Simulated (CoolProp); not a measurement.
Computed with CoolProp (reference Helmholtz-energy equation of state, Lemmon 2006). It is a short technical equation, of lower accuracy than the large ones.

Task: Give the vapour pressure (kPa), vapour density (kg/m³), enthalpy of vaporisation (kJ/kg), surface tension (mN/m) of saturated isohexane at 30.85, 76.15, 121.45 °C.

Result: 
```
T (°C)  p (kPa)  vapour density (kg/m³)  enthalpy of vaporisation (kJ/kg)  surface tension (mN/m)
------  -------  ----------------------  --------------------------------  ----------------------
30.85      35.8                    1.25                               343                    16.3
76.15       164                    5.22                               311                    11.8
121.45      507                    15.6                               271                    7.67
```

Surface tension comes from a separate correlation (Mulero 2012).
